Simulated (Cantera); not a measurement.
An adiabatic, constant-pressure homogeneous reactor starts with CO : H2 : O2 : N2 = 1 : 0.1 : 0.873 : 3.28 (molar parts), equivalence ratio 0.63, at 1298 K and 16.0 bar. Integrator tolerance rtol = 1e-08.

Model: GRI-Mech 3.0 (53 species, 325 reactions), integrated in Cantera. The hydrogen kinetics of GRI-Mech 3.0 are dated; newer H2 mechanisms differ, most at raised pressure. The pressure lies above the range GRI-Mech 3.0 was tuned for (to about 10 atm).

Problem. What does this change do: initial temperature 1298 to 1500 K?

Solution. 
```
quantity                                                              before                                      after
---------------------------------  -----------------------------------------  -----------------------------------------
time of steepest temperature rise                                    21.8 µs                                    3.13 µs
temperature at 0.200 s                                                2685 K                                     2792 K
equilibrium temperature                                               2685 K                                     2792 K
x(CO) at 0.200 s                       0.0173 (gas-phase equilibrium 0.0173)      0.0259 (gas-phase equilibrium 0.0259)
x(H2) at 0.200 s                   0.000250 (gas-phase equilibrium 0.000250)  0.000361 (gas-phase equilibrium 0.000361)
x(O2) at 0.200 s                       0.0664 (gas-phase equilibrium 0.0664)      0.0681 (gas-phase equilibrium 0.0681)
x(CO2) at 0.200 s                        0.193 (gas-phase equilibrium 0.193)        0.183 (gas-phase equilibrium 0.183)
x(N2O) at 0.200 s                    3.39e-6 (gas-phase equilibrium 3.39e-6)    4.00e-6 (gas-phase equilibrium 4.00e-6)
```

Problem. What does this change do: constant volume in place of constant pressure?

Solution. 
```tsv
quantity	before	after
time of steepest temperature rise	21.8 µs	18.6 µs
temperature at 0.200 s	2685 K	2885 K
equilibrium temperature	2685 K	2885 K
x(CO) at 0.200 s	0.0173 (gas-phase equilibrium 0.0173)	0.0267 (gas-phase equilibrium 0.0267)
x(H2) at 0.200 s	0.000250 (gas-phase equilibrium 0.000250)	0.000361 (gas-phase equilibrium 0.000361)
x(O2) at 0.200 s	0.0664 (gas-phase equilibrium 0.0664)	0.0672 (gas-phase equilibrium 0.0672)
x(CO2) at 0.200 s	0.193 (gas-phase equilibrium 0.193)	0.182 (gas-phase equilibrium 0.182)
x(N2O) at 0.200 s	3.39e-6 (gas-phase equilibrium 3.39e-6)	6.43e-6 (gas-phase equilibrium 6.43e-6)
```
